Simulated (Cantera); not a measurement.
Input: 1 mol SF₆, a varied amount of H₂O, at 3298.15 K and 10.0 Torr.

Method: chemical equilibrium by Gibbs-energy minimisation in Cantera with the NASA 1993 tables (ideal gas, pure condensed phases). Candidate condensed phases: H₂O, H₂SO₄, S; 43 gas species. Rates play no part.

Question: At 0.96 mol H₂O, list the 4 most abundant gas species with their mole fractions, and the condensed phases.

Answer: F 0.540, HF 0.198, S 0.107, O 0.0998. Condensed: gas only.
